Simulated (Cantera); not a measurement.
Feed: 1 mol CH₃SiCl₃, 1.9 mol HCl, 50 mol H₂, 0.19 mol C₂H₄, held at 0.100 bar.

Equilibrium computed with Cantera from the NASA thermochemical tables; the gas is ideal and each condensed phase is pure. Candidate condensed phases: C, C₆H₆, C₇H₈, C₈H₁₈, Si, SiC; 109 gas species. The feed counts by its element totals alone. Equilibrium is a limit: real reactors are often held back by kinetics, nucleation or transport.

Question: What share of the Si ends up in condensed phases as a function of T (°C), at 727, 827, 927, 1027, 1127, 1227, 1327, 1427, 1527?

Answer: 
```json
[
 {"T (°C)": "727", "Si condensed (%)": "70.8", "as": "SiC(s)"},
 {"T (°C)": "827", "Si condensed (%)": "92.6", "as": "SiC(s)"},
 {"T (°C)": "927", "Si condensed (%)": "98.2", "as": "SiC(s)"},
 {"T (°C)": "1027", "Si condensed (%)": "99.2", "as": "SiC(s)"},
 {"T (°C)": "1127", "Si condensed (%)": "99.1", "as": "SiC(s)"},
 {"T (°C)": "1227", "Si condensed (%)": "98.8", "as": "SiC(s)"},
 {"T (°C)": "1327", "Si condensed (%)": "98.2", "as": "SiC(s)"},
 {"T (°C)": "1427", "Si condensed (%)": "97.5", "as": "SiC(s)"},
 {"T (°C)": "1527", "Si condensed (%)": "96.5", "as": "SiC(s)"}
]
```
